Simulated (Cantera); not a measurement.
Charge: 1 mol SiHCl3, 0.31 mol C2H2, 1800 mol H2, equilibrated at 1.90 mbar.

These are equilibrium values from Cantera (NASA tables, ideal gas, pure condensed phases), not measurements of a reactor. Candidate condensed phases: C, C6H6, C7H8, C8H18, Si, SiC; 109 gas species. Mutual solubility and eutectic melting of coexisting phases are not modelled. The numbers say what is thermodynamically allowed, not how fast it happens.

Which condensed phases are stable at each of these points (T (K)): 1525, 1600, 1675, 1750, 1825, 1900, 1975, 2050, 2125, 2200, 2275, 2350, 2425?


```csv
T (K),condensed phases,Si condensed (%)
1525,Si(s) + SiC(s),95.9
1600,Si(s) + SiC(s),86.9
1675,SiC(s),61.8
1750,SiC(s),61.4
1825,SiC(s),55.1
1900,SiC(s),14.4
1975,gas only,0.0
2050,gas only,0.0
2125,gas only,0.0
2200,gas only,0.0
2275,gas only,0.0
2350,gas only,0.0
2425,gas only,0.0
```

From 1525 K to 1600 K the condensed part is Si(s) + SiC(s). From 1675 K to 1900 K the condensed part is SiC(s). From 1975 K to 2425 K nothing is condensed.
